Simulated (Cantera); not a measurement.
An isothermal, constant-pressure homogeneous reactor starts with C2H6 : N2 = 1 : 24 (molar parts), at 1573 K and 72.0 Torr. Integrator tolerance rtol = 1e-08.

Computed with Cantera and GRI-Mech 3.0 (53 species, 325 reactions). GRI-Mech 3.0 stops at C3 and has no aromatics, soot or wall deposition, so with more carbon than oxygen in the feed, carbon stays in small species such as C2H2 where larger ones or solid carbon would form.

Task: What does this change do: pressure from 72.0 Torr to 18.0 Torr?

Result: 
```
quantity                                             before                                     after
-----------------  ----------------------------------------  ----------------------------------------
x(C2H6) at 3.00 s  4.25e-7 (gas-phase equilibrium 4.02e-10)  5.38e-7 (gas-phase equilibrium 2.52e-11)
x(C2H2) at 3.00 s     0.0353 (gas-phase equilibrium 0.0112)     0.0348 (gas-phase equilibrium 0.0112)
x(H) at 3.00 s      3.04e-5 (gas-phase equilibrium 3.59e-5)   4.99e-5 (gas-phase equilibrium 7.19e-5)
x(HCN) at 3.00 s     2.20e-6 (gas-phase equilibrium 0.0516)    4.15e-6 (gas-phase equilibrium 0.0517)
x(C2H) at 3.00 s    4.51e-8 (gas-phase equilibrium 1.57e-8)   7.47e-8 (gas-phase equilibrium 3.15e-8)
x(C2H4) at 3.00 s   3.97e-5 (gas-phase equilibrium 1.11e-5)   2.52e-5 (gas-phase equilibrium 2.79e-6)
```
Radical loss at walls, strong at low pressure, is not modelled.

Task: What does this change do: temperature 1573 to 1725 K?

Result: 
| quantity | before | after |
|---|---|---|
| x(C2H6) at 3.00 s | 4.25e-7 (gas-phase equilibrium 4.02e-10) | 2.18e-9 (gas-phase equilibrium 3.89e-11) |
| x(C2H2) at 3.00 s | 0.0353 (gas-phase equilibrium 0.0112) | 0.0369 (gas-phase equilibrium 0.00990) |
| x(H) at 3.00 s | 3.04e-5 (gas-phase equilibrium 3.59e-5) | 0.000163 (gas-phase equilibrium 0.000164) |
| x(HCN) at 3.00 s | 2.20e-6 (gas-phase equilibrium 0.0516) | 2.19e-5 (gas-phase equilibrium 0.0542) |
| x(C2H) at 3.00 s | 4.51e-8 (gas-phase equilibrium 1.57e-8) | 5.12e-7 (gas-phase equilibrium 1.38e-7) |
| x(C2H4) at 3.00 s | 3.97e-5 (gas-phase equilibrium 1.11e-5) | 1.05e-5 (gas-phase equilibrium 2.81e-6) |

Task: What does this change do: N2 24 to 9.1 parts?

Result: 
```csv
quantity,before,after
x(C2H6) at 3.00 s,4.25e-7 (gas-phase equilibrium 4.02e-10),1.02e-6 (gas-phase equilibrium 6.90e-9)
x(C2H2) at 3.00 s,0.0353 (gas-phase equilibrium 0.0112),0.0789 (gas-phase equilibrium 0.0388)
x(H) at 3.00 s,3.04e-5 (gas-phase equilibrium 3.59e-5),4.50e-5 (gas-phase equilibrium 5.36e-5)
x(HCN) at 3.00 s,2.20e-6 (gas-phase equilibrium 0.0516),8.79e-7 (gas-phase equilibrium 0.0872)
x(C2H) at 3.00 s,4.51e-8 (gas-phase equilibrium 1.57e-8),6.69e-8 (gas-phase equilibrium 3.65e-8)
x(C2H4) at 3.00 s,3.97e-5 (gas-phase equilibrium 1.11e-5),0.000179 (gas-phase equilibrium 8.61e-5)
```
